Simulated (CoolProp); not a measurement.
Aqueous ammonia as a coolant, 28 % by mass, freezing at -71.2 °C, 1 atm.

Model: Melinder's fits for secondary coolants, in CoolProp.

```
T (°C)  Prandtl number  cp (kJ/(kg K))  density (kg/m³)  conductivity (W/(m K))
------  --------------  --------------  ---------------  ----------------------
-43.4              ___           4.334            928.8                   0.342
-35.8              124           4.309            926.2                   0.355
-28.2              ___           4.289            923.2                   0.368
-20.5             53.3           4.274            919.9                   0.382
-12.9             37.6           4.262              ___                   0.395
-5.2              27.5           4.253            912.3                   0.409
2.4               20.8           4.246            908.2                   0.422
10.1              16.1           4.240            903.7                   0.436
17.7               ___           4.235            899.1                   0.449
25.4              10.1           4.229            894.3                   0.462
```

Task: Complete the blanks.

Result: 
- -43.4, Prandtl number: 206
- -28.2, Prandtl number: 79.5
- -12.9, density (kg/m³): 916.3
- 17.7, Prandtl number: 12.7
